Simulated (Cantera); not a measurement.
An isothermal, constant-pressure homogeneous reactor starts with 43.5 % CH4, 56.5 % H2O, at 1625 K and 12800 Torr.

Computed with Cantera and GRI-Mech 3.0 (53 species, 325 reactions). The pressure lies above the range GRI-Mech 3.0 was tuned for (to about 10 atm).

Predict: x(CH4) at 2.00 s; x(H2O) at 2.00 s; x(H2) at 2.00 s; x(C2H4) at 2.00 s; x(H) at 2.00 s.


| Property | Value |
|---|---|
| x(CH4) at 2.00 s | 0.0909 (gas-phase equilibrium 0.000385) |
| x(H2O) at 2.00 s | 0.169 (gas-phase equilibrium 0.0636) |
| x(H2) at 2.00 s | 0.559 (gas-phase equilibrium 0.704) |
| x(C2H4) at 2.00 s | 0.00230 (gas-phase equilibrium 2.62e-8) |
| x(H) at 2.00 s | 1.29e-5 (gas-phase equilibrium 1.45e-5) |
